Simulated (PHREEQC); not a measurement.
**Leach liquor: an equilibrium model**

Make-up at 25 °C: 1.3 mmol/kgw HCl and 3.1 mmol/kgw Al2(SO4)3. Closed to the air; pH follows from the charge balance.

Equilibrium calculation in PHREEQC: ion-association model, phreeqc.dat.

Each row changes one thing in this solution. This is a speciation only: nothing precipitates in the calculation.

```tsv
case	pH	ionic strength (mol/kgw)	SO4-2 (mol/kgw)	HSO4- (mol/kgw)
as made	3.02	0.0181	0.00397	0.000248
Al2(SO4)3 replaced by CaSO4 at the same molality	2.99	0.0114	0.00244	0.000176
HCl left out	4.09	0.0169	0.00416	2.24e-5
7.8e-05 mol/kgw KOH added	3.05	0.0181	0.00398	0.000234
HCl from 0.0013 to 0.0065 mol/kgw	2.32	0.0237	0.00353	0.00107
HCl from 0.0013 to 0.00065 mol/kgw	3.32	0.0174	0.00404	0.000129
diluted 100-fold with water	4.53	0.000397	8.47e-5	2.29e-7
diluted 10-fold with water	3.87	0.00290	0.000615	6.76e-6
HCl from 0.0013 to 0.00026 mol/kgw	3.67	0.0171	0.00409	5.89e-5
```

Species that the database lacks are ignored. Some of these states are supersaturated (in Gibbsite (slow to form), for instance).
